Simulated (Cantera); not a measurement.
**Thermodynamics of chlorosilane synthesis and conversion, feed Si + Cl2 + H2**

Input: 1 mol Si, 0.97 mol Cl2, 12 mol H2, held at 0.640 bar.

Cantera equilibrium calculation (NASA polynomials, part measured and part estimated; ideal gas, pure solids and liquids). Candidate condensed phases: Si; 19 gas species. The tables' values for SiCl3 are old estimates; treat these amounts as uncertain. Equilibrium is a limit: real reactors are often held back by kinetics, nucleation or transport.

From 973 K to 1573 K the condensed part is Si(s). The main Si-bearing gas is SiCl4 at 973 K and SiCl2 at 1573 K. The share of Si in condensed phases is highest at 1473 K (60.3 %) and lowest at 973 K (47.4 %).

| T (K) | x H2 | x HCl | x SiCl2 | x SiCl4 | x SiHCl3 | n Si(s) |
|---|---|---|---|---|---|---|
| 973 | 0.951 | 0.00724 | 8.87e-5 | 0.0233 | 0.0172 | 0.474 |
| 1073 | 0.944 | 0.0159 | 0.000523 | 0.0216 | 0.0157 | 0.501 |
| 1173 | 0.934 | 0.0296 | 0.00214 | 0.0181 | 0.0133 | 0.539 |
| 1273 | 0.919 | 0.0473 | 0.00630 | 0.0128 | 0.00992 | 0.575 |
| 1373 | 0.904 | 0.0648 | 0.0134 | 0.00684 | 0.00604 | 0.598 |
| 1473 | 0.892 | 0.0768 | 0.0208 | 0.00266 | 0.00290 | 0.603 |
| 1573 | 0.887 | 0.0823 | 0.0258 | 0.000842 | 0.00120 | 0.599 |
x: gas mole fraction; n: condensed amount in mol.
